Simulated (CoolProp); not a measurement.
Model: reference Helmholtz-energy equation of state, Setzmann 1991, in CoolProp.

Q: For methane, give the phase and the cp (kJ/(kg K)), fugacity coefficient at -17.75 °C and 1380 kPa; -17.75 °C and 2760 kPa; -17.75 °C and 5520 kPa.

A: 
- -17.75 °C and 1380 kPa: gas; cp 2.27, fugacity coefficient 0.960
- -17.75 °C and 2760 kPa: gas; cp 2.44, fugacity coefficient 0.921
- -17.75 °C and 5520 kPa: supercritical; cp 2.88, fugacity coefficient 0.848
